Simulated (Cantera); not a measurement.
A closed system holds: 1 mol Si2Cl6, 8.3 mol N2, 17 mol NH3, held at 1073.15 K and 1000 Pa.

Cantera equilibrium calculation (NASA polynomials, part measured and part estimated; ideal gas, pure solids and liquids). Candidate condensed phases: NH4Cl, Si, Si3N4; 28 gas species. The feed counts by its element totals alone. The numbers say what is thermodynamically allowed, not how fast it happens.

Base state: H2 0.512, N2 0.352, HCl 0.136, SiCl4 0.000129 (mole fractions); condensed: Si3N4(s).

What changes in the equilibrium state with this change: temperature from 1073.15 K to 1400 K?


```tsv
species	before	after
H2	0.512	0.513
N2	0.352	0.353
HCl	0.136	0.133
SiCl2	1.50e-6	0.00141
H	1.01e-7	3.48e-5
SiCl3	3.48e-6	0.000130
Si3N4(s), mol	0.665	0.643
```
The tables' values for SiCl3 are old estimates; treat these amounts as uncertain.
